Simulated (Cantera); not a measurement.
An adiabatic, constant-volume homogeneous reactor starts with 4.00 % CH4, 0.304 % C2H6, 20.1 % O2, 75.6 % N2, at 1750 K and 15.0 bar.

Cantera simulation using GRI-Mech 3.0 (53 species, 325 reactions); the numbers are that mechanism's predictions, not measurements. The pressure lies above the range GRI-Mech 3.0 was tuned for (to about 10 atm).

Q: Predict: time of steepest temperature rise; temperature at 3.00 s; equilibrium temperature; x(O2) at 3.00 s; x(NO) at 3.00 s; x(H2O2) at 3.00 s.

A: 
```
Item                                                                 Value
---------------------------------  ---------------------------------------
time of steepest temperature rise                                  6.84 µs
temperature at 3.00 s                                               2753 K
equilibrium temperature                                             2753 K
x(O2) at 3.00 s                      0.0969 (gas-phase equilibrium 0.0969)
x(NO) at 3.00 s                      0.0227 (gas-phase equilibrium 0.0227)
x(H2O2) at 3.00 s                  1.44e-6 (gas-phase equilibrium 1.44e-6)
```
